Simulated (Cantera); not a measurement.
An adiabatic, constant-volume homogeneous reactor starts with 3.36 % CH4, 15.6 % O2, 58.8 % N2, 22.2 % H2O, equivalence ratio 0.43, at 1725 K and 5.00 bar.

Computed with Cantera and GRI-Mech 3.0 (53 species, 325 reactions).

One state of this run: T (K) = 2446; P (bar) = 7.12; x CH4 = <1e-12; x O2 = 0.0851; x H2O = 0.281; x O = 0.00122; x NO = 0.00381. x: mole fraction; the columns are a selection and need not sum to one.

**Question.** Which value of t (s) does it belong to?
(A) 3.15e-5
(B) 9.72e-6
(C) 3.00e-6
(D) 0.00346

**Answer.** D, 0.00346
